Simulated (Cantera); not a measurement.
Input: 1 mol (CH3)2SiCl2, 2 mol H2, held at 13300 Pa.

Equilibrium computed with Cantera from the NASA thermochemical tables; the gas is ideal and each condensed phase is pure. Candidate condensed phases: C, C6H6, C7H8, C8H18, Si, SiC; 109 gas species. The feed counts by its element totals alone. Gases not in the tables: Si2H6 and higher silanes. The numbers say what is thermodynamically allowed, not how fast it happens.

Q: What share of the Si ends up in condensed phases as a function of T (°C), at 1252, 1352, 1452, 1552, 1652, 1752, 1852, 1952, 2052, 2152?

A: 
```
T (°C)  Si condensed (%)      as
------  ----------------  ------
1252                96.2  SiC(s)
1352                95.5  SiC(s)
1452                94.3  SiC(s)
1552                92.8  SiC(s)
1652                90.9  SiC(s)
1752                88.9  SiC(s)
1852                86.8  SiC(s)
1952                84.3  SiC(s)
2052                81.2  SiC(s)
2152                76.1  SiC(s)
```
